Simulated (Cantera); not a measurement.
Cantera with NASA thermochemical tables; ideal gases at 1 bar, condensed phases pure. Values are per mole of reaction as written; species without (g) are pure solids or liquids, kept so even where they would boil at 1 bar.

2 Cr2N + 12 NO(g) → 7 N2(g) + 4 CrO3(g)

```json
[
 {"T (K)": "300", "ΔH° (kJ)": "-2015.8", "ΔS° (J/K)": "-253.1", "ΔG° (kJ)": "-1939.8", "log10 K": "337.75"},
 {"T (K)": "1075", "ΔH° (kJ)": "___", "ΔS° (J/K)": "___", "ΔG° (kJ)": "___", "log10 K": "___"},
 {"T (K)": "1125", "ΔH° (kJ)": "-2049.4", "ΔS° (J/K)": "-308.2", "ΔG° (kJ)": "-1702.7", "log10 K": "79.06"},
 {"T (K)": "1175", "ΔH° (kJ)": "-2052.0", "ΔS° (J/K)": "-310.4", "ΔG° (kJ)": "-1687.2", "log10 K": "75.00"},
 {"T (K)": "1225", "ΔH° (kJ)": "___", "ΔS° (J/K)": "___", "ΔG° (kJ)": "___", "log10 K": "___"},
 {"T (K)": "1275", "ΔH° (kJ)": "___", "ΔS° (J/K)": "___", "ΔG° (kJ)": "___", "log10 K": "___"},
 {"T (K)": "1325", "ΔH° (kJ)": "-2060.5", "ΔS° (J/K)": "-317.3", "ΔG° (kJ)": "-1640.2", "log10 K": "64.66"},
 {"T (K)": "1375", "ΔH° (kJ)": "___", "ΔS° (J/K)": "___", "ΔG° (kJ)": "___", "log10 K": "___"}
]
```

Task: Complete the blanks.

Result: 
- 1075, ΔH° (kJ): -2046.9
- 1075, ΔS° (J/K): -305.9
- 1075, ΔG° (kJ): -1718.0
- 1075, log10 K: 83.48
- 1225, ΔH° (kJ): -2054.7
- 1225, ΔS° (J/K): -312.7
- 1225, ΔG° (kJ): -1671.7
- 1225, log10 K: 71.28
- 1275, ΔH° (kJ): -2057.6
- 1275, ΔS° (J/K): -315.0
- 1275, ΔG° (kJ): -1656.0
- 1275, log10 K: 67.84
- 1375, ΔH° (kJ): -2063.6
- 1375, ΔS° (J/K): -319.6
- 1375, ΔG° (kJ): -1624.2
- 1375, log10 K: 61.70
